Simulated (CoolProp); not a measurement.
Hydrogen chloride along the isotherm 230.6 K: density (kg/m³) from the reference equation and from simpler models built on Tc = 324.7 K, pc = 83.14 bar, ω = 0.130; each cubic takes its own stable root.

Values from CoolProp's reference Helmholtz-energy equation of state, Thol 2018.

```tsv
p (bar)	phase	reference
16	liquid	1074
32	liquid	1077
48	liquid	1081
64	liquid	1084
79.9	liquid	1087
95.9	liquid	1091
112	liquid	1094
128	liquid	1097
144	liquid	1100
160	liquid	1103
176	liquid	1106
192	liquid	1108
208	liquid	1111
```

Question: How far does each simpler model (Redlich-Kwong, Soave-Redlich-Kwong, Peng-Robinson) lie from the reference over these 13 states: mean and median of the absolute difference, and the worst?

Answer: 
- Redlich-Kwong: mean 13.6 %, median 13.5 %, worst -14.2 % at 230.6 K and 16 bar
- Soave-Redlich-Kwong: mean 12.4 %, median 12.4 %, worst -12.8 % at 230.6 K and 16 bar
- Peng-Robinson: mean 1.1 %, median 1.0 %, worst -1.3 % at 230.6 K and 16 bar
